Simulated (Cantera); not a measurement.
A closed system holds: 1 mol CaO, 26 mol Cl2, 14 mol H2, held at 0.150 bar.

Method: chemical equilibrium by Gibbs-energy minimisation in Cantera with the NASA 1993 tables (ideal gas, pure condensed phases). Candidate condensed phases: Ca, CaCl2, CaO, Ca(OH)2, H2O; 21 gas species. Condensed phases not in the tables: oxide chlorides. Equilibrium is a limit: real reactors are often held back by kinetics, nucleation or transport. All values below are at 1152 °C.

Base state: HCl 0.686, Cl2 0.252, Cl 0.0446, O2 0.0108, CaCl2 0.00343, H2O 0.00301, ClO 4.88e-5 (mole fractions); condensed: CaCl2(l).

Problem. What changes in the equilibrium state with this change: pressure from 0.150 bar to 0.000260 bar?

Solution. 
```csv
species,before,after
HCl,0.686,0.559
Cl,0.0446,0.379
Cl2,0.252,0.0316
CaCl2,0.00343,0.0200
O2,0.0108,0.00968
H2O,0.00301,0.000631
ClO,4.88e-5,1.63e-5
"CaCl2(l), mol",0.861,0
```

Problem. What changes in the equilibrium state with this change: Cl2 from 26 to 32 mol?

Solution. 
```
species         before    after
-------------  -------  -------
HCl              0.686    0.595
Cl2              0.252    0.339
Cl              0.0446   0.0516
O2              0.0108  0.00984
CaCl2          0.00343  0.00343
H2O            0.00301  0.00161
ClO            4.88e-5  5.39e-5
CaCl2(l), mol    0.861    0.839
```

Problem. What changes in the equilibrium state with this change: H2 from 14 to 44 mol?

Solution. 
| species | before | after |
|---|---|---|
| HCl | 0.686 | 0.722 |
| H2 | 4.92e-8 | 0.260 |
| H2O | 0.00301 | 0.0144 |
| Cl2 | 0.252 | 5.30e-8 |
| Cl | 0.0446 | 2.04e-5 |
| O2 | 0.0108 | <1e-9 |
| CaCl2 | 0.00343 | 0.00343 |
| ClO | 4.88e-5 | <1e-9 |
| CaCl2(l), mol | 0.861 | 0.763 |
